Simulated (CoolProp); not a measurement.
The fluid at 433.15 K and 0.0199 MPa expands adiabatically to 0.00215 MPa with isentropic efficiency 0.7. The same conditions are run with several fluids, on thermodynamics alone (safety and materials aside).

Model: reference Helmholtz-energy equation of state of each fluid (n-nonane: Lemmon 2006; n-decane: Lemmon 2006; R245ca: Zhou 2016; R134a: Tillner-Roth 1994; ethylene: Smukala 2000), in CoolProp.

Question: Rank n-nonane, n-decane, R245ca, R134a, ethylene by work (kJ/kg), highest first.

Answer: ethylene (168), R134a (50.3), n-nonane (42.1), R245ca (39.3), n-decane (38.0)

| fluid | final temperature (K) | final density (kg/m³) |
|---|---|---|
| n-nonane | 413.5 | 0.0803 |
| n-decane | 415.3 | 0.0887 |
| R245ca | 397.6 | 0.0872 |
| R134a | 383.6 | 0.0688 |
| ethylene | 342.0 | 0.0212 |
